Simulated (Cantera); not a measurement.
A closed system holds: 1 mol Si₂Cl₆, 4.6 mol HCl, 110 mol H₂, 0.77 mol O₂, held at 533 Torr.

Method: chemical equilibrium by Gibbs-energy minimisation in Cantera with the NASA 1993 tables (ideal gas, pure condensed phases). Candidate condensed phases: H₂O, Si, SiO₂; 30 gas species. The feed counts by its element totals alone. The tables hold silica as quartz up to 1696 K and as liquid above; real silica turns to tridymite and cristobalite and melts near 1996 K. The numbers say what is thermodynamically allowed, not how fast it happens.

Which condensed phases are stable at each of these points (T (°C)): 527, 602, 677, 752, 827, 902, 977, 1052, 1127, 1202, 1277?


```json
[
 {"T (°C)": "527", "condensed phases": "SiO₂(α-quartz)", "Si condensed (%)": "38.5"},
 {"T (°C)": "602", "condensed phases": "SiO₂(β-quartz)", "Si condensed (%)": "38.5"},
 {"T (°C)": "677", "condensed phases": "SiO₂(β-quartz)", "Si condensed (%)": "38.5"},
 {"T (°C)": "752", "condensed phases": "SiO₂(β-quartz)", "Si condensed (%)": "38.5"},
 {"T (°C)": "827", "condensed phases": "SiO₂(β-quartz)", "Si condensed (%)": "38.5"},
 {"T (°C)": "902", "condensed phases": "SiO₂(β-quartz)", "Si condensed (%)": "38.5"},
 {"T (°C)": "977", "condensed phases": "SiO₂(β-quartz)", "Si condensed (%)": "38.5"},
 {"T (°C)": "1052", "condensed phases": "SiO₂(β-quartz)", "Si condensed (%)": "38.5"},
 {"T (°C)": "1127", "condensed phases": "SiO₂(β-quartz)", "Si condensed (%)": "38.3"},
 {"T (°C)": "1202", "condensed phases": "SiO₂(β-quartz)", "Si condensed (%)": "37.6"},
 {"T (°C)": "1277", "condensed phases": "SiO₂(β-quartz)", "Si condensed (%)": "34.9"}
]
```

At 527 °C the condensed part is SiO₂(α-quartz). From 602 °C to 1277 °C the condensed part is SiO₂(β-quartz).
